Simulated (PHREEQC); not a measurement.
Dissolve 0.0013 mol AlCl3 and 0.00062 mol Na2SiF6 per kg of water at 25 °C. Closed to the air; pH follows from the charge balance.

Model: ion-association model, wateq4f.dat, run in PHREEQC.

Each row changes one thing in this solution. Precipitation was switched off in this run.

```
case                                   pH  ionic strength (mol/kgw)  Al+3 (mol/kgw)  AlOH+2 (mol/kgw)  SI of Gibbsite (Al(OH)3)  SI of Boehmite (AlOOH)
-----------------------------------  ----  ------------------------  --------------  ----------------  ------------------------  ----------------------
as made                              2.69                   0.00405         2.01e-8          7.23e-11                     -7.99                   -8.46
diluted 5-fold with water            3.36                  0.000855         8.41e-9          1.63e-10                     -6.24                   -6.71
AlCl3 from 0.0013 to 0.0065 mol/kgw   ___                       ___             ___           7.51e-6                     -3.18                   -3.65
Na2SiF6 left out                     4.03                   0.00760             ___           8.87e-5                     +0.76                   +0.28
AlCl3 from 0.0013 to 0.013 mol/kgw   2.68                    0.0706         0.00933           2.14e-5                     -2.79                   -3.26
```

Q: Fill in the missing entries.

A: 
- AlCl3 from 0.0013 to 0.0065 mol/kgw, pH: 2.66
- AlCl3 from 0.0013 to 0.0065 mol/kgw, ionic strength (mol/kgw): 0.0318
- AlCl3 from 0.0013 to 0.0065 mol/kgw, Al+3 (mol/kgw): 0.00298
- Na2SiF6 left out, Al+3 (mol/kgw): 0.00120

Complexes and solids missing from the database can't appear. Some of these states are supersaturated (in Quartz (slow to form), Chalcedony (slow to form), Gibbsite (slow to form), for instance). SiF6-2 is the database's only silicon fluoride. Fluoro complexes past AlF4- and FeF3 are missing from the database.
